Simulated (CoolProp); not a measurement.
100 sccm (0 °C, 1 atm) of nitrogen bubbles through liquid propylene glycol at 349.9 K and leaves saturated at a total pressure of 0.0104 MPa (ideal gas phase). Each further row changes one setting.

Values from CoolProp's reference Helmholtz-energy equation of state, Eisenbach 2021.

| case | vapour pressure (kPa) | mole fraction of vapour | delivery (mg/min) | delivery (sccm) | change of delivery for a bath 1 K warmer (%) |
|---|---|---|---|---|---|
| as stated | 0.805 | 0.0774 | 28.5 | 8.39 | 6.8 |
| bath temperature 354.9 K | 1.09 | 0.104 | 39.6 | 11.7 | 6.8 |
| total pressure 0.0208 MPa | 0.805 | 0.0387 | 13.7 | 4.03 | 6.5 |
